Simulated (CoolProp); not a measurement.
A simple Rankine cycle with n-perfluoropentane: condensing at 313.15 K, boiler at 1.31 MPa, turbine inlet 499 K, turbine efficiency 0.8, pump efficiency 0.7, no recuperator. Each further row changes one setting.

Values from CoolProp's reference Helmholtz-energy equation of state, Gao 2022.

```tsv
case	thermal efficiency (%)	net work (kJ/kg)	heat in (kJ/kg)	turbine exit temperature (K)	volume ratio over the turbine
as stated	8.5	___	258	___	9.35
condensing temperature 305.15 K	9.3	24.8	266	467.6	12.3
boiler pressure 0.917 MPa	7.3	18.9	260	___	6.36
turbine efficiency 0.7	7.4	___	258	473.5	9.41
```

Complete the blanks.


- as stated, net work (kJ/kg): 21.9
- as stated, turbine exit temperature (K): 470.7
- boiler pressure 0.917 MPa, turbine exit temperature (K): 476.2
- turbine efficiency 0.7, net work (kJ/kg): 19.0
